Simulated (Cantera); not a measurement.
Feed: 1 mol Al, 1.3 mol HCl, 1.5 mol N2, at 1.00 bar.

Equilibrium computed with Cantera from the NASA thermochemical tables; the gas is ideal and each condensed phase is pure. Candidate condensed phases: Al, AlCl3, AlN, NH4Cl; 20 gas species. The tables' values for AlCl2 are old estimates; treat these amounts as uncertain. Rates play no part.

log p: log10 of the partial pressure in bar; n: condensed amount in mol.

```
T (°C)  log p N2  log p H2  log p AlCl3  log p HCl  log p Al2Cl6  n AlN(s)
------  --------  --------  -----------  ---------  ------------  --------
302        -0.25     -0.56        -2.32      -1.26         -1.04     0.605
402        -0.26     -0.59        -1.55      -1.08         -1.14     0.627
502        -0.27     -0.62          ___      -0.99           ___     0.643
602        -0.29     -0.63        -0.89      -0.97         -1.91     0.649
702        -0.29     -0.64        -0.83      -0.98         -2.51     0.647
802        -0.29     -0.63        -0.82      -1.00         -3.05     0.644
902        -0.29     -0.63        -0.81      -1.01         -3.50     0.641
1002       -0.29     -0.63        -0.81      -1.03           ___     0.639
1102       -0.29     -0.63        -0.80      -1.04         -4.21     0.637
1202       -0.29     -0.62        -0.80      -1.05         -4.49     0.634
```

**Question.** Some entries are withheld; supply them.

**Answer.** 
- 1002, log p Al2Cl6: -3.89
- 502, log p AlCl3: -1.09
- 502, log p Al2Cl6: -1.40
